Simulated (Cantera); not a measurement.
# Reactions in the system B-F-O

Cantera with NASA thermochemical tables; ideal gases at 1 bar, condensed phases pure. Values are per mole of reaction as written; species without (g) are pure solids or liquids, kept so even where they would boil at 1 bar.

6 F(g) + 3 B₂O₂(g) = 2 B₂O₃(g) + 2 BF₃(g)

```csv
T (K),ΔH° (kJ),ΔS° (J/K),ΔG° (kJ),log10 K
300,-3051.6,-604.5,-2870.2,499.74
625,-3068.4,-644.4,-2665.7,222.78
700,-3070.8,-648.0,-2617.2,195.30
775,-3072.9,-650.8,-2568.5,173.11
850,-3074.7,-653.0,-2519.6,154.84
925,-3076.3,-654.8,-2470.6,139.51
1000,-3077.8,-656.3,-2421.4,126.48
1075,-3079.0,-657.6,-2372.2,115.26
1150,-3080.2,-658.6,-2322.8,105.50
1225,-3081.3,-659.6,-2273.4,96.94
1300,-3082.3,-660.4,-2223.9,89.35
```

O(g) + B₂O₂(g) = B₂O₃(g)

| T (K) | ΔH° (kJ) | ΔS° (J/K) | ΔG° (kJ) | log10 K |
|---|---|---|---|---|
| 300 | -629.1 | -120.0 | -593.1 | 103.27 |
| 625 | -631.9 | -126.5 | -552.8 | 46.20 |
| 700 | -632.3 | -127.1 | -543.3 | 40.54 |
| 775 | -632.7 | -127.6 | -533.8 | 35.97 |
| 850 | -633.0 | -128.0 | -524.2 | 32.21 |
| 925 | -633.2 | -128.3 | -514.6 | 29.06 |
| 1000 | -633.5 | -128.5 | -504.9 | 26.37 |
| 1075 | -633.7 | -128.7 | -495.3 | 24.07 |
| 1150 | -633.9 | -128.9 | -485.6 | 22.06 |
| 1225 | -634.1 | -129.1 | -475.9 | 20.29 |
| 1300 | -634.2 | -129.2 | -466.3 | 18.73 |

BF₃(g) = B + 3 F(g)

| T (K) | ΔH° (kJ) | ΔS° (J/K) | ΔG° (kJ) | log10 K |
|---|---|---|---|---|
| 300 | 1373.9 | 227.9 | 1305.5 | -227.30 |
| 625 | 1381.5 | 245.6 | 1228.0 | -102.63 |
| 700 | 1382.8 | 247.6 | 1209.5 | -90.25 |
| 775 | 1384.0 | 249.3 | 1190.8 | -80.26 |
| 850 | 1385.2 | 250.7 | 1172.1 | -72.03 |
| 925 | 1386.2 | 251.9 | 1153.2 | -65.12 |
| 1000 | 1387.2 | 252.9 | 1134.3 | -59.25 |
| 1075 | 1388.2 | 253.8 | 1115.3 | -54.19 |
| 1150 | 1389.1 | 254.7 | 1096.2 | -49.79 |
| 1225 | 1390.0 | 255.4 | 1077.1 | -45.93 |
| 1300 | 1390.9 | 256.1 | 1057.9 | -42.51 |
